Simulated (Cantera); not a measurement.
Charge: 1 mol Si, 1.3 mol N2O, 5.6 mol N2, equilibrated at 1502 °C.

Method: chemical equilibrium by Gibbs-energy minimisation in Cantera with the NASA 1993 tables (ideal gas, pure condensed phases). Candidate condensed phases: Si, SiO2, Si2N2O, Si3N4; 16 gas species. Mutual solubility and eutectic melting of coexisting phases are not modelled. The tables hold silica as quartz up to 1696 K and as liquid above; real silica turns to tridymite and cristobalite and melts near 1996 K. Kinetics and transport are ignored.

**Question.** Which condensed phases are stable at each of these points (P (Pa)): 0.100, 2.50, 63, 1600, 40000, 1000000?

**Answer.** 
| P (Pa) | condensed phases | Si condensed (%) |
|---|---|---|
| 0.100 | gas only | 0.0 |
| 2.50 | SiO2(condensed) | 29.8 |
| 63 | SiO2(condensed) | 30.0 |
| 1600 | SiO2(condensed) | 30.0 |
| 40000 | SiO2(condensed) + Si2N2O(s) | 97.5 |
| 1000000 | SiO2(condensed) + Si2N2O(s) | 100.0 |

At 0.100 Pa nothing is condensed. From 2.50 Pa to 16.0 mbar the condensed part is SiO2(condensed). From 0.400 bar to 10.0 bar the condensed part is SiO2(condensed) + Si2N2O(s).
